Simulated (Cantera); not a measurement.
Charge: 1 mol Al, 5.4 mol HCl, a varied amount of N₂, equilibrated at 1400 K and 1.00 bar.

Cantera equilibrium calculation (NASA polynomials, part measured and part estimated; ideal gas, pure solids and liquids). Candidate condensed phases: Al, AlCl₃, AlN, NH₄Cl; 20 gas species. The tables' values for AlCl₂ are old estimates; treat these amounts as uncertain. Kinetics and transport are ignored.

Problem. At 170 mol N₂, list the 4 most abundant gas species with their mole fractions, and the condensed phases.

Solution. N₂ 0.972, HCl 0.0137, H₂ 0.00856, AlCl₃ 0.00569. Condensed: gas only.
